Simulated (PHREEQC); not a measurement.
Make-up at 40 °C: 0.017 mol CaCl2 and 0.19 mol KCl per kg of water. Closed to the air; pH follows from the charge balance.

Computed with PHREEQC (ion-association model, phreeqc.dat).

Task: The ionic strength comes out as 0.241 mol/kgw. What activity coefficients do Cl-, K+, Ca+2 get?

Result: Cl- 0.70, K+ 0.69, Ca+2 0.30.

Precipitation was switched off in this run. At this temperature some constants are extrapolated from 25 °C, and those without enthalpy data are left unchanged.
